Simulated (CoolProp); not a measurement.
Vapour-liquid equilibrium of R134a (1) + isobutane (2) at 296.8 K; x and y are mole fractions of (1).

Computed with CoolProp (multi-fluid Helmholtz-energy mixture model, Tillner-Roth 1994 and Bücker 2006; pair parameters Bell 2016).

**Question.** Give the bubble pressure and the first vapour's composition at x = 0.05, 0.65, 0.8. Is there an azeotrope?

**Answer.** x = 0.05: 430.1 kPa, y = 0.232; x = 0.65: 730.1 kPa, y = 0.688; x = 0.8: 727.4 kPa, y = 0.760. y crosses x between x = 0.65 and 0.8: the model has an azeotrope there.

The pair parameters rest on a limited set of measurements; away from them the model extrapolates. With so large a gap from Raoult's law the liquid may split in two, which this calculation doesn't test in full.
